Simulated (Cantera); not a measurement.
An isothermal, constant-pressure homogeneous reactor starts with C₃H₈ : H₂ = 1 : 79 (molar parts), at 1475 K and 31.5 Torr.

Model: GRI-Mech 3.0 (53 species, 325 reactions), integrated in Cantera. GRI-Mech 3.0 was tuned for natural gas; its chemistry of propane as a main component is partial and can be far from experiment. GRI-Mech 3.0 stops at C3 and has no aromatics, soot or wall deposition, so with more carbon than oxygen in the feed, carbon stays in small species such as C2H2 where larger ones or solid carbon would form. Radical loss at walls, strong at low pressure, is not modelled.

x: mole fraction; the columns are a selection and need not sum to one.

```json
[
 {"t (s)": "2.00e-6", "x C₃H₈": "0.0125", "x H₂": "0.987", "x H": "1.05e-6", "x CH₄": "3.81e-7", "x CH₂": "<1e-12", "x C₂H₂": "<1e-12", "x C₂H₄": "5.91e-7"},
 {"t (s)": "6.21e-6", "x C₃H₈": "0.0125", "x H₂": "0.987", "x H": "8.56e-6", "x CH₄": "3.53e-6", "x CH₂": "1.80e-11", "x C₂H₂": "2.35e-11", "x C₂H₄": "5.76e-6"},
 {"t (s)": "1.93e-5", "x C₃H₈": "0.0124", "x H₂": "0.987", "x H": "…", "x CH₄": "…", "x CH₂": "7.77e-10", "x C₂H₂": "…", "x C₂H₄": "…"},
 {"t (s)": "5.99e-5", "x C₃H₈": "0.0118", "x H₂": "0.987", "x H": "0.000204", "x CH₄": "0.000348", "x CH₂": "2.64e-8", "x C₂H₂": "2.68e-7", "x C₂H₄": "0.000501"},
 {"t (s)": "0.000186", "x C₃H₈": "0.00854", "x H₂": "0.983", "x H": "0.000670", "x CH₄": "0.00335", "x CH₂": "3.56e-7", "x C₂H₂": "2.43e-5", "x C₂H₄": "0.00350"},
 {"t (s)": "0.000578", "x C₃H₈": "0.000656", "x H₂": "0.974", "x H": "0.00152", "x CH₄": "0.0123", "x CH₂": "5.97e-7", "x C₂H₂": "0.000971", "x C₂H₄": "0.00998"},
 {"t (s)": "0.00179", "x C₃H₈": "4.92e-7", "x H₂": "0.974", "x H": "0.000808", "x CH₄": "0.0134", "x CH₂": "1.37e-7", "x C₂H₂": "0.00385", "x C₂H₄": "0.00773"},
 {"t (s)": "0.00557", "x C₃H₈": "1.74e-9", "x H₂": "0.974", "x H": "0.000356", "x CH₄": "0.0136", "x CH₂": "2.82e-8", "x C₂H₂": "0.00652", "x C₂H₄": "0.00504"},
 {"t (s)": "0.0173", "x C₃H₈": "4.39e-10", "x H₂": "0.975", "x H": "…", "x CH₄": "0.0136", "x CH₂": "…", "x C₂H₂": "…", "x C₂H₄": "…"},
 {"t (s)": "0.0537", "x C₃H₈": "9.18e-11", "x H₂": "0.975", "x H": "8.42e-5", "x CH₄": "0.0136", "x CH₂": "1.64e-9", "x C₂H₂": "0.0103", "x C₂H₄": "0.00123"},
 {"t (s)": "0.167", "x C₃H₈": "1.99e-11", "x H₂": "0.975", "x H": "6.01e-5", "x CH₄": "0.0136", "x CH₂": "8.32e-10", "x C₂H₂": "0.0112", "x C₂H₄": "0.000347"},
 {"t (s)": "0.518", "x C₃H₈": "1.19e-11", "x H₂": "0.975", "x H": "5.93e-5", "x CH₄": "0.0136", "x CH₂": "8.04e-10", "x C₂H₂": "0.0114", "x C₂H₄": "0.000174"},
 {"t (s)": "1.61", "x C₃H₈": "1.17e-11", "x H₂": "0.975", "x H": "5.94e-5", "x CH₄": "0.0134", "x CH₂": "8.00e-10", "x C₂H₂": "0.0114", "x C₂H₄": "0.000174"},
 {"t (s)": "5.00", "x C₃H₈": "1.13e-11", "x H₂": "0.975", "x H": "5.95e-5", "x CH₄": "0.0131", "x CH₂": "7.83e-10", "x C₂H₂": "0.0116", "x C₂H₄": "0.000176"}
]
```

Task: Some entries are withheld; supply them.

Result: 
- 1.93e-5, x H: 5.24e-5
- 1.93e-5, x CH₄: 3.27e-5
- 1.93e-5, x C₂H₂: 1.88e-9
- 1.93e-5, x C₂H₄: 5.78e-5
- 0.0173, x H: 0.000163
- 0.0173, x CH₂: 6.05e-9
- 0.0173, x C₂H₂: 0.00870
- 0.0173, x C₂H₄: 0.00284
